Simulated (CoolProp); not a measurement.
The fluid at 359.02 K and 2.32 MPa (gas) is heated at constant pressure to 503.4 K. The same conditions are run with several fluids, on thermodynamics alone (safety and materials aside).

Model: reference Helmholtz-energy equation of state of each fluid (propylene: Lemmon 2013; ethane: Bücker 2006; sulfur hexafluoride: Guder 2009), in CoolProp.

```csv
fluid,heat (kJ/kg),final density (kg/m³)
propylene,319,24.8
ethane,350,17.1
sulfur hexafluoride,125,83.9
```
